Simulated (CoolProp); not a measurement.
Computed with CoolProp (reference Helmholtz-energy equation of state, McLinden 2015).

Task: For the fluoroketone C6F12O (FK-5-1-12), give the phase and the density (kg/m³), Joule-Thomson coefficient (K/MPa), isothermal compressibility (1/MPa), expansivity (1/kK) at 450.8 K and 1750 kPa; 450.8 K and 2040 kPa; 450.8 K and 3500 kPa.

Result: 
- 450.8 K and 1750 kPa: gas; density 252, Joule-Thomson coefficient 16.6, isothermal compressibility 1.24, expansivity 14.9
- 450.8 K and 2040 kPa: supercritical; density 393, Joule-Thomson coefficient 22.6, isothermal compressibility 2.12, expansivity 46.0
- 450.8 K and 3500 kPa: supercritical; density 986, Joule-Thomson coefficient 1.97, isothermal compressibility 0.0838, expansivity 8.30
